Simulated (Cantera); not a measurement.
Feed: 1 mol AlN, 1.2 mol HCl, 0.22 mol O2, equilibrated at 1225 °C and 3.70 bar.

Cantera equilibrium calculation (NASA polynomials, part measured and part estimated; ideal gas, pure solids and liquids). Candidate condensed phases: Al, AlCl3, AlN, Al2O3, H2O, NH4Cl; 45 gas species. Mutual solubility and eutectic melting of coexisting phases are not modelled. The tables' values for AlCl2 are old estimates; treat these amounts as uncertain. Equilibrium is a limit: real reactors are often held back by kinetics, nucleation or transport.

Base state: H2 0.386, AlCl3 0.256, N2 0.238, HCl 0.118, AlCl2 0.00148, Al2Cl6 0.000280, AlCl 6.74e-5, NH3 2.70e-5 (mole fractions); condensed: AlN(s) + Al2O3(s).

Problem. What changes in the equilibrium state with this change: AlN replaced by TiO2?

Solution. 
```tsv
species	before	after
HCl	0.118	0.684
O2	<1e-9	0.112
H2O	9.02e-6	0.0996
H2	0.386	2.85e-7
AlCl3	0.256	0
N2	0.238	0
Cl2	2.07e-9	0.0949
TiCl4	0	4.94e-5
AlCl2	0.00148	0
Al2Cl6	0.000280	0
AlN(s), mol	0.359	0
Al2O3(s), mol	0.147	0
TiO2(rutile), mol	0	1.000
```
Gases not in the tables: TiO(OH)2. Further candidate phases: Ti, TiCl2, TiCl3, TiCl4, TiO, TiO2, Ti2O3, Ti3O5, Ti4O7.
